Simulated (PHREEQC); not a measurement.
Consider water at 25 °C with 0.54 mol LiCl, 0.0198 mol K2SO4 and 0.066 mol NaCl per kg of water. Closed to the air; pH follows from the charge balance.

All values are PHREEQC results (Pitzer model, pitzer.dat), not measurements.

No solid was allowed to form.

### Question
What activity of water does the model give?

### Answer
activity of water 0.978.
